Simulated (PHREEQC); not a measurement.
Solution (90 °C): 0.028 mol/kgw Na2SeO3 and 0.011 mol/kgw NaCl. Closed to the air; pH follows from the charge balance.

The numbers come from PHREEQC with the ion-association model, wateq4f.dat.

| quantity | before | after |
|---|---|---|
| pH | 9.43 | 9.95 |
| ionic strength (mol/kgw) | 0.0936 | 0.0945 |
| SI of Halite (NaCl) | -5.08 | -4.98 |

Task: Name the change that produced these shifts.
(A) Na2SeO3 left out
(B) Na2SeO3 from 0.028 to 0.056 mol/kgw
(C) diluted 2-fold with water
(D) temperature from 90 to 45 °C
(E) Na2SeO3 from 0.028 to 0.0028 mol/kgw

Result: D, temperature from 90 to 45 °C

No solid was allowed to form. Away from 25 °C the constants follow the database's enthalpies or fits; those with neither stay at their 25 °C values.
